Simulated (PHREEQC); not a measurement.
1.4 g of hydrous ferric oxide (600 m²/g; 0.2 weak and 0.005 strong sites per Fe, Dzombak-Morel constants, diffuse double layer) in 1 kg of water with 0.001 mol/kgw of an inert sodium salt and 9.1 mmol/kgw Na2SO4 and 4.9 mmol/kgw Na2HAsO4, at 25 °C; the pH is set by adding NaOH or the inert anion's acid. Oxygen is held at 0.21 atm. The system is closed to CO2. No solid was allowed to form.

The series has 13 steps of pH, from 4 to 12.

The numbers come from PHREEQC with the ion-association model, wateq4f.dat.

Near which pH is half of the As sorbed, and on which side is more sorbed?

Near pH 7.5, with more sorbed at lower pH.

At which pH does the surface charge pass through zero?

Near pH 4.3.
